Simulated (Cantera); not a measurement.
Feed: 1 mol ZrO₂, 570 mol H₂, 7.8 mol H₂O, at 1725 K and 150000 Pa.

Method: chemical equilibrium by Gibbs-energy minimisation in Cantera with the NASA 1993 tables (ideal gas, pure condensed phases). Candidate condensed phases: H₂O, Zr, ZrO₂; 12 gas species. Equilibrium is a limit: real reactors are often held back by kinetics, nucleation or transport.

Base state: H₂ 0.986, H₂O 0.0135, H 0.000151 (mole fractions); condensed: ZrO₂(tetragonal).

Task: What changes in the equilibrium state with this change: temperature from 1725 K to 2073.15 K?

Result: 
```csv
species,before,after
H₂,0.986,0.984
H₂O,0.0135,0.0135
H,0.000151,0.00213
"ZrO₂(tetragonal), mol",1.00,1.00
```

Task: What changes in the equilibrium state with this change: ZrO₂ replaced by CuO?

Result: 
```
species                  before     after
---------------------  --------  --------
H₂                        0.986     0.984
H₂O                      0.0135    0.0152
H                      0.000151  0.000150
Cu                            0  0.000146
ZrO₂(tetragonal), mol      1.00         0
Cu(l), mol                    0     0.915
```
Further candidate phases: Cu, CuO, Cu(OH)₂, Cu₂O.
